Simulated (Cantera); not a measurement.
Input: 1 mol borazine, 5.1 mol H₂, held at 700 °C and 0.000310 bar.

Cantera equilibrium calculation (NASA polynomials, part measured and part estimated; ideal gas, pure solids and liquids). Candidate condensed phases: B, BN; 15 gas species. The feed counts by its element totals alone. The numbers say what is thermodynamically allowed, not how fast it happens.

Base state: H₂ 1.00 (mole fractions); condensed: BN(s).

Question: What changes in the equilibrium state with this change: 0.31 mol Cl₂ added?

Answer: 
```
species     before   after
----------  ------  ------
H₂            1.00   0.926
HCl              0  0.0737
BN(s), mol    3.00    3.00
```
Further candidate phases: NH₄Cl.
